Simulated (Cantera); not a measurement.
Feed: 1 mol ZrN, 0.37 mol H2, equilibrated at 1675 K and 1.33 mbar.

These are equilibrium values from Cantera (NASA tables, ideal gas, pure condensed phases), not measurements of a reactor. Candidate condensed phases: Zr, ZrN; 11 gas species. ZrN: taken at fixed stoichiometry. Kinetics and transport are ignored.

What is the equilibrium state?


```
Property                               Value
--------------------------------  ----------
x(H2)                                  0.997
x(H)                                 0.00317
n(ZrN(s))                           1.00 mol
gas amount                        0.3706 mol
log10 activity of Zr(β) (absent)       -0.39
```
